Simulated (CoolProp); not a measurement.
The fluid at 450.94 K and 14.9 MPa flows at 0.26 m/s in a round tube of 20 mm bore and 15 µm roughness, fully developed (64/Re and Nu = 3.66 if laminar; Colebrook and Gnielinski if turbulent). The same conditions are run with several fluids, on thermodynamics alone (safety and materials aside).

Computed with CoolProp (reference Helmholtz-energy equation of state of each fluid (n-nonane: Lemmon 2006; m-xylene: Zhou 2012; o-xylene: Zhou 2012; benzene: Thol 2012; n-octane: Beckmüller 2019)).

| fluid | Reynolds number | Darcy friction factor | pressure drop (Pa/m) | heat-transfer coefficient (W/(m² K)) | mass flow (kg/h) |
|---|---|---|---|---|---|
| n-nonane | ___ | 0.0291 | 30.2 | 566 | 181 |
| m-xylene | 19200 | 0.0277 | 34.7 | 620 | 218 |
| o-xylene | 16900 | ___ | 36.6 | 593 | 224 |
| benzene | 22400 | 0.0268 | ___ | 678 | ___ |
| n-octane | 18100 | ___ | 28.2 | ___ | ___ |

Q: Some entries are withheld; supply them.

A: 
- n-nonane, Reynolds number: 15100
- o-xylene, Darcy friction factor: 0.0284
- benzene, pressure drop (Pa/m): 33.0
- benzene, mass flow (kg/h): 214
- n-octane, Darcy friction factor: 0.0280
- n-octane, heat-transfer coefficient (W/(m² K)): 588
- n-octane, mass flow (kg/h): 175

Transport values come from each fluid's own correlations.
